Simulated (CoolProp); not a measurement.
Benzene along the isotherm 161.65 °C: fugacity coefficient from the reference equation and from simpler models built on Tc = 288.9 °C, pc = 4906 kPa, ω = 0.211; each cubic takes its own stable root.

Values from CoolProp's reference Helmholtz-energy equation of state, Thol 2012.

```
p (kPa)   phase  reference
-------  ------  ---------
23.3        gas     0.9962
39.3        gas     0.9936
66.3        gas     0.9893
112         gas     0.9819
189         gas     0.9694
319         gas     0.9484
538         gas     0.9129
907      liquid     0.7161
1530     liquid     0.4326
2580     liquid     0.2648
4360     liquid     0.1653
7360     liquid     0.1070
```

**Question.** How far does each simpler model (van der Waals, Redlich-Kwong) lie from the reference over these 12 states: mean and median of the absolute difference, and the worst?

**Answer.** 
- van der Waals: mean 38.1 %, median 2.4 %, worst +120.7 % at 161.65 °C and 7360 kPa
- Redlich-Kwong: mean 11.2 %, median 0.9 %, worst +29.3 % at 161.65 °C and 7360 kPa

At some of these states van der Waals, Redlich-Kwong gives the other phase, because its saturation line lies elsewhere.
